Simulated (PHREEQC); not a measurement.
Make-up at 25 °C: 0.038 mol HF, 0.086 mol H2SiF6 and 0.013 mol HCl per kg of water. Closed to the air; pH follows from the charge balance.

Model: ion-association model, phreeqc.dat, run in PHREEQC.

```
quantity               before     after
-------------------  --------  --------
pH                       0.84      0.63
F- (mol/kgw)         0.000269  0.000181
HF2- (mol/kgw)        3.84e-5   2.56e-5
H4SiO4 (mol/kgw)      8.12e-7   1.47e-6
SI of Quartz (SiO2)     -2.08     -1.80
```

### Question
Which change was made?
A. HCl from 0.013 to 0.13 mol/kgw
B. temperature from 25 to 20 °C
C. temperature from 25 to 65 °C
D. temperature from 25 to 75 °C
E. diluted 10-fold with water

### Answer
A, HCl from 0.013 to 0.13 mol/kgw

This is a speciation only: nothing precipitates in the calculation. SiF6-2 is the database's only silicon fluoride.
